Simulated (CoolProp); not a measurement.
Dimethyl ether at 293.15 K and 0.217 MPa is compressed adiabatically to 0.79 MPa with isentropic efficiency 0.85. Each further row changes one setting.

Values from CoolProp's reference Helmholtz-energy equation of state, Wu 2011.

```tsv
case	work (kJ/kg)	final temperature (K)	final density (kg/m³)
as stated	…	…	…
efficiency 1	69.8	…	…
efficiency 0.65	…	…	…
```

Problem. Fill in the missing entries.

Solution. 
- as stated, work (kJ/kg): 82.1
- as stated, final temperature (K): 354.2
- as stated, final density (kg/m³): 13.5
- efficiency 1, final temperature (K): 347.1
- efficiency 1, final density (kg/m³): 13.9
- efficiency 0.65, work (kJ/kg): 107
- efficiency 0.65, final temperature (K): 368.6
- efficiency 0.65, final density (kg/m³): 12.8
